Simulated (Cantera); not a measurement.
A closed system holds: 1 mol SiH2Cl2, 0.24 mol NO, 9 mol N2, equilibrated at 10.0 Pa.

Equilibrium computed with Cantera from the NASA thermochemical tables; the gas is ideal and each condensed phase is pure. Candidate condensed phases: H2O, NH4Cl, Si, SiO2, Si2N2O, Si3N4; 47 gas species. Mutual solubility and eutectic melting of coexisting phases are not modelled. The tables' values for SiCl, SiCl3, SiN are old estimates; treat these amounts as uncertain. The numbers say what is thermodynamically allowed, not how fast it happens.

x: gas mole fraction; n: condensed amount in mol.

| T (K) | x N2 | x HCl | x H2 | x SiCl2 | x Cl | x Si | x H | x SiO | x SiCl4 | n Si2N2O(s) | n Si3N4(s) |
|---|---|---|---|---|---|---|---|---|---|---|---|
| 673 | 0.827 | 0.118 | 0.0366 | 3.87e-12 | <1e-12 | <1e-12 | <1e-12 | <1e-12 | 0.0183 | 0.240 | ___ |
| 773 | 0.825 | 0.129 | 0.0310 | 2.58e-9 | 7.02e-11 | <1e-12 | 1.60e-11 | <1e-12 | 0.0155 | 0.240 | 0.119 |
| 873 | 0.823 | 0.136 | 0.0271 | 3.80e-7 | 3.84e-9 | <1e-12 | 7.71e-10 | <1e-12 | 0.0136 | 0.240 | 0.126 |
| 973 | 0.822 | 0.142 | 0.0244 | 1.97e-5 | 9.25e-8 | <1e-12 | 1.69e-8 | <1e-12 | 0.0121 | 0.240 | 0.131 |
| 1073 | 0.820 | 0.145 | 0.0226 | 0.000474 | 1.23e-6 | <1e-12 | 2.11e-7 | 6.22e-11 | 0.0106 | 0.240 | 0.132 |
| 1173 | 0.819 | 0.143 | 0.0230 | 0.00568 | 9.75e-6 | 1.38e-11 | 1.79e-6 | 1.66e-8 | 0.00714 | 0.240 | ___ |
| 1273 | 0.816 | 0.123 | 0.0319 | 0.0251 | 4.17e-5 | 3.71e-9 | 1.27e-5 | 1.82e-6 | 0.00155 | 0.240 | ___ |
| 1373 | 0.817 | 0.0866 | 0.0486 | 0.0467 | 0.000108 | 4.08e-7 | 7.34e-5 | 0.000105 | 0.000124 | 0.239 | 0 |
| 1473 | 0.811 | 0.0704 | 0.0551 | 0.0543 | 0.000307 | 1.05e-5 | 0.000297 | 0.00784 | 1.48e-5 | 0.153 | 0 |
| 1573 | 0.802 | 0.0426 | 0.0661 | 0.0660 | 0.000535 | 0.000391 | 0.00105 | 0.0211 | 1.21e-6 | 0 | 0 |
| 1673 | 0.799 | 0.0457 | 0.0633 | 0.0634 | 0.00161 | 0.00223 | 0.00287 | 0.0210 | 3.71e-7 | 0 | 0 |
| 1773 | 0.791 | 0.0535 | 0.0566 | 0.0566 | 0.00491 | 0.00743 | 0.00677 | 0.0208 | 1.58e-7 | 0 | 0 |
| 1873 | 0.777 | 0.0630 | 0.0467 | 0.0451 | 0.0143 | 0.0167 | 0.0139 | 0.0204 | 7.47e-8 | 0 | 0 |
| 1973 | 0.753 | 0.0673 | 0.0361 | 0.0292 | 0.0357 | 0.0297 | 0.0256 | 0.0198 | 2.81e-8 | 0 | 0 |

Problem. Fill in the missing entries.

Solution. 
- 673, n Si3N4(s): 0.110
- 1173, n Si3N4(s): 0.121
- 1273, n Si3N4(s): 0.0693
